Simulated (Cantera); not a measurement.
An isothermal plug-flow reactor at 800 K and 1.50 bar (inlet), inlet velocity 0.07 m/s, active area per volume 1100 1/m; feed CH4 : O2 : N2 = 0.0025 : 0.16 : 0.79 (molar parts).

Cantera simulation using Deutschmann's 1995 Pt surface mechanism with GRI-Mech 3.0 gas chemistry; the numbers are that mechanism's predictions, not measurements. Catalytic surfaces can have several steady states; this one follows from the mechanism file's or the stated starting coverage. Mass transfer to the wall is taken as infinitely fast.

Problem. Predict: x(CH4) at z = 0.015 m; x(O2) at z = 0.015 m; x(H2O) at z = 0.015 m; x(CO2) at z = 0.015 m; x(CO) at z = 0.015 m; θ(free Pt) at the exit; θ(O*) at the exit.

Solution. 
| Item | Value |
|---|---|
| x(CH4) at z = 0.015 m | 0.00232 |
| x(O2) at z = 0.015 m | 0.167 |
| x(H2O) at z = 0.015 m | 0.000607 |
| x(CO2) at z = 0.015 m | 0.000303 |
| x(CO) at z = 0.015 m | 2.78e-7 |
| θ(free Pt) at the exit | 0.0247 |
| θ(O*) at the exit | 0.975 |
